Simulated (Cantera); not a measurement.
A diamond (100) surface in a fixed gas of H2 with x(CH4) = 0.0052, x(CH3) = 4.4e-05, at 1325 K, 27.0 Torr; coverages are run to steady state.

Cantera simulation using the Harris–Goodwin 1993 mechanism for the reconstructed diamond (100) surface; the numbers are that mechanism's predictions, not measurements.

One state of this run: growth (µm/h) = 0.819; θ c6HH = 0.362; θ c6H* = 0.0524; θ c6*H = 0.533; θ c6** = 0.0522. θ: site fractions in the mechanism's names (c6HH fully hydrogenated, c6H* and c6*H radical sites, c6** diradical, c6HM methylated).

**Question.** Which value of x(H) does it belong to?
A) 0.0023
B) 0.053
C) 0.00048
D) 0.001

**Answer.** B, 0.053
